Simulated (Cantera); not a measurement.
Thermodynamics of roasting and sulfation, feed MgCO₃ + H₂S + O₂

Charge: 1 mol MgCO₃, 0.71 mol H₂S, 0.38 mol O₂, equilibrated at 0.0100 bar.

Equilibrium computed with Cantera from the NASA thermochemical tables; the gas is ideal and each condensed phase is pure. Candidate condensed phases: C, C₆H₆, C₇H₈, C₈H₁₈, H₂O, H₂SO₄, Mg, MgCO₃, MgO, Mg(OH)₂, MgS, MgSO₄, S; 130 gas species. Gases not in the tables: S₃ to S₇. Equilibrium is a limit: real reactors are often held back by kinetics, nucleation or transport.

From 650 K to 1750 K the condensed part is MgO(s).

```csv
T (K),log p CO₂,log p H₂O,log p CO,log p SO₂,log p S₂,log p H₂S,log p H₂,log p SO,n MgO(s)
650,-2.30,-2.58,-7.02,-3.23,-3.13,-3.03,-6.11,-10.00,1.00
750,-2.31,-2.57,-5.86,-3.30,-2.96,-3.12,-5.33,-8.69,1.00
850,-2.31,-2.54,-4.98,-3.36,-2.92,-3.23,-4.73,-7.71,1.00
950,-2.32,-2.53,-4.31,-3.39,-2.89,-3.33,-4.27,-6.93,1.00
1050,-2.33,-2.53,-3.80,-3.36,-2.88,-3.46,-3.93,-6.28,1.00
1150,-2.36,-2.53,-3.43,-3.27,-2.89,-3.61,-3.68,-5.71,1.00
1250,-2.40,-2.54,-3.17,-3.16,-2.91,-3.77,-3.51,-5.22,1.00
1350,-2.45,-2.56,-2.97,-3.04,-2.95,-3.94,-3.38,-4.79,1.00
1450,-2.51,-2.58,-2.83,-2.94,-3.01,-4.11,-3.28,-4.44,1.00
1550,-2.58,-2.60,-2.73,-2.87,-3.08,-4.27,-3.19,-4.13,1.00
1650,-2.66,-2.63,-2.65,-2.81,-3.16,-4.43,-3.13,-3.88,1.000
1750,-2.74,-2.65,-2.60,-2.77,-3.26,-4.59,-3.07,-3.66,1.000
```
log p: log10 of the partial pressure in bar; n: condensed amount in mol.
